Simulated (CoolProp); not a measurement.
A simple Rankine cycle with n-perfluorohexane: condensing at 295.15 K, boiler at 0.278 MPa, turbine inlet 378.8 K, turbine efficiency 0.8, pump efficiency 0.7, no recuperator. Each further row changes one setting.

Computed with CoolProp (reference Helmholtz-energy equation of state, Gao 2022).

```
case                             thermal efficiency (%)  net work (kJ/kg)  heat in (kJ/kg)  turbine exit temperature (K)  volume ratio over the turbine
-------------------------------  ----------------------  ----------------  ---------------  ----------------------------  -----------------------------
as stated                                           9.9              16.1              163                         357.4                              …
turbine inlet 398.8 K                               9.4              17.2              183                         377.3                           11.1
condensing temperature 287.15 K                    10.9                 …              172                         354.4                              …
boiler pressure 0.195 MPa                           8.5              14.0              165                         361.1                           7.72
turbine efficiency 0.7                                …                 …              163                         359.6                           11.4
```

**Question.** Fill in the missing entries.

**Answer.** 
- as stated, volume ratio over the turbine: 11.3
- condensing temperature 287.15 K, net work (kJ/kg): 18.7
- condensing temperature 287.15 K, volume ratio over the turbine: 16.4
- turbine efficiency 0.7, thermal efficiency (%): 8.6
- turbine efficiency 0.7, net work (kJ/kg): 14.1
